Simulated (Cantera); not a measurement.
A closed system holds: 1 mol Ti(OiPr)₄, 0.17 mol CH₄, equilibrated at 62.3 Torr.

Cantera equilibrium calculation (NASA polynomials, part measured and part estimated; ideal gas, pure solids and liquids). Candidate condensed phases: C, C₆H₆, C₇H₈, C₈H₁₈, H₂O, Ti, TiC, TiO, TiO₂, Ti₂O₃, Ti₃O₅, Ti₄O₇; 113 gas species. The feed counts by its element totals alone. TiC: taken at fixed stoichiometry. Condensed phases not in the tables: Magnéli phases beyond Ti₄O₇. Kinetics and transport are ignored.

x: gas mole fraction; n: condensed amount in mol.

```tsv
T (°C)	x H₂	x CO	x CH₄	x H₂O	x H	n C(graphite)	n Ti₄O₇(s)	n Ti₃O₅(s)	n TiC(s)
875	0.863	0.135	…	0.000466	2.31e-7	9.90	0.250	0	0
925	0.863	0.135	…	0.000258	6.13e-7	9.91	0.250	0	0
975	0.859	0.140	…	0.000153	1.50e-6	9.83	0	0.333	0
1025	0.859	0.140	…	9.28e-5	3.45e-6	9.83	0	0.333	0
1075	0.782	0.218	…	8.25e-5	7.10e-6	7.17	0	0	1.00
1125	0.782	0.218	…	5.36e-5	1.45e-5	7.17	0	0	1.00
1175	0.782	0.218	…	3.59e-5	2.83e-5	7.17	0	0	1.00
1225	0.782	0.218	…	2.47e-5	5.27e-5	7.17	0	0	1.00
1275	0.782	0.218	…	1.74e-5	9.45e-5	7.17	0	0	1.00
1325	0.782	0.218	…	1.25e-5	0.000163	7.17	0	0	1.00
```

Task: Complete the blanks.

Result: 
- 875, x CH₄: 0.00147
- 925, x CH₄: 0.000992
- 975, x CH₄: 0.000683
- 1025, x CH₄: 0.000488
- 1075, x CH₄: 0.000296
- 1125, x CH₄: 0.000221
- 1175, x CH₄: 0.000169
- 1225, x CH₄: 0.000132
- 1275, x CH₄: 0.000104
- 1325, x CH₄: 8.35e-5
